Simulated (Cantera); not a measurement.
Input: 1 mol Cu2O, 1.7 mol CO, 0.6 mol H2, equilibrated at 1852 °C and 1 atm.

These are equilibrium values from Cantera (NASA tables, ideal gas, pure condensed phases), not measurements of a reactor. Candidate condensed phases: C, C6H6, C7H8, C8H18, Cu, CuO, Cu(OH)2, Cu2O, H2O; 113 gas species. The numbers say what is thermodynamically allowed, not how fast it happens.

Base state: CO 0.485, CO2 0.245, H2O 0.184, H2 0.0726, Cu 0.0127, H 0.000972, OH 0.000306, Cu2 7.78e-5 (mole fractions); condensed: Cu(l).

Problem. What changes in the equilibrium state with this change: CO from 1.7 to 14 mol?

Solution. 
```csv
species,before,after
CO,0.485,0.889
CO2,0.245,0.0577
H2,0.0726,0.0303
H2O,0.184,0.00990
Cu,0.0127,0.0127
OH,0.000306,2.54e-5
H,0.000972,0.000628
Cu2,7.78e-5,7.78e-5
"Cu(l), mol",1.97,1.81
```
